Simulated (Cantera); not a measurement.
What does this Cantera script print?

```python
import numpy as np
import cantera as ct

gas_names = """
    F F2 H HF H2 H2F2 H3F3 H4F4 H5F5 H6F6 H7F7 Si SiF SiF2 SiF3 SiF4 SiH SiHF3 SiH2 SiH2F2 SiH3 SiH3F
    SiH4 Si2 Si3
""".split()
cond_names = """
    Si(cr) Si(L)
""".split()


# ... load() reads the species with a 1 bar reference pressure and builds the phases ...
atoms = {
    'Si': {'Si': 1},
    'HF': {'H': 1, 'F': 1},
    'H2': {'H': 2},
}
top_T = {}  # K; cautious upper limits of use, not melting points


# ... equilibrate(T, P, feed) seeds the gas with the atoms and calls Mixture.equilibrate('TP', solver="vcs", rtol=1e-11, max_steps=5000) ...
results = []
feed = {'Si': 1, 'HF': 2.7, 'H2': 1.2}  # mol
for P in [1, 5.2, 27, 140, 720, 3700, 19000, 100000]:
    for T in [1325, 1350, 1375, 1400, 1425, 1450, 1475, 1500, 1525, 1550, 1575, 1600, 1625, 1650]:
        mix = equilibrate(T, P, feed)
        results.append((T, P, feed, dict(zip(mix.species_names, mix.species_moles))))

for T, P, feed, n in results:
    print(f"{T:7g} {P:10.4g}  " + (" + ".join(c for c in cond_names if n.get(c, 0) > 1e-12) or "gas only"))
```

Output:

```
   1325          1  Si(cr)
   1350          1  Si(cr)
   1375          1  Si(cr)
   1400          1  Si(cr)
   1425          1  Si(cr)
   1450          1  gas only
   1475          1  gas only
   1500          1  gas only
   1525          1  gas only
   1550          1  gas only
   1575          1  gas only
   1600          1  gas only
   1625          1  gas only
   1650          1  gas only
   1325        5.2  Si(cr)
   1350        5.2  Si(cr)
   1375        5.2  Si(cr)
   1400        5.2  Si(cr)
   1425        5.2  Si(cr)
   1450        5.2  Si(cr)
   1475        5.2  Si(cr)
   1500        5.2  Si(cr)
   1525        5.2  gas only
   1550        5.2  gas only
   1575        5.2  gas only
   1600        5.2  gas only
   1625        5.2  gas only
   1650        5.2  gas only
   1325         27  Si(cr)
   1350         27  Si(cr)
   1375         27  Si(cr)
   1400         27  Si(cr)
   1425         27  Si(cr)
   1450         27  Si(cr)
   1475         27  Si(cr)
   1500         27  Si(cr)
   1525         27  Si(cr)
   1550         27  Si(cr)
   1575         27  Si(cr)
   1600         27  gas only
   1625         27  gas only
   1650         27  gas only
   1325        140  Si(cr)
   1350        140  Si(cr)
   1375        140  Si(cr)
   1400        140  Si(cr)
   1425        140  Si(cr)
   1450        140  Si(cr)
   1475        140  Si(cr)
   1500        140  Si(cr)
   1525        140  Si(cr)
   1550        140  Si(cr)
   1575        140  Si(cr)
   1600        140  Si(cr)
   1625        140  Si(cr)
   1650        140  Si(cr)
   1325        720  Si(cr)
   1350        720  Si(cr)
   1375        720  Si(cr)
   1400        720  Si(cr)
   1425        720  Si(cr)
   1450        720  Si(cr)
   1475        720  Si(cr)
   1500        720  Si(cr)
   1525        720  Si(cr)
   1550        720  Si(cr)
   1575        720  Si(cr)
   1600        720  Si(cr)
   1625        720  Si(cr)
   1650        720  Si(cr)
   1325       3700  Si(cr)
   1350       3700  Si(cr)
   1375       3700  Si(cr)
   1400       3700  Si(cr)
   1425       3700  Si(cr)
   1450       3700  Si(cr)
   1475       3700  Si(cr)
   1500       3700  Si(cr)
   1525       3700  Si(cr)
   1550       3700  Si(cr)
   1575       3700  Si(cr)
   1600       3700  Si(cr)
   1625       3700  Si(cr)
   1650       3700  Si(cr)
   1325    1.9e+04  Si(cr)
   1350    1.9e+04  Si(cr)
   1375    1.9e+04  Si(cr)
   1400    1.9e+04  Si(cr)
   1425    1.9e+04  Si(cr)
   1450    1.9e+04  Si(cr)
   1475    1.9e+04  Si(cr)
   1500    1.9e+04  Si(cr)
   1525    1.9e+04  Si(cr)
   1550    1.9e+04  Si(cr)
   1575    1.9e+04  Si(cr)
   1600    1.9e+04  Si(cr)
   1625    1.9e+04  Si(cr)
   1650    1.9e+04  Si(cr)
   1325      1e+05  Si(cr)
   1350      1e+05  Si(cr)
   1375      1e+05  Si(cr)
   1400      1e+05  Si(cr)
   1425      1e+05  Si(cr)
   1450      1e+05  Si(cr)
   1475      1e+05  Si(cr)
   1500      1e+05  Si(cr)
   1525      1e+05  Si(cr)
   1550      1e+05  Si(cr)
   1575      1e+05  Si(cr)
   1600      1e+05  Si(cr)
   1625      1e+05  Si(cr)
   1650      1e+05  Si(cr)
```

Method: chemical equilibrium by Gibbs-energy minimisation in Cantera with the NASA 1993 tables (ideal gas, pure condensed phases). The tables' values for SiF2, SiF3 are old estimates.
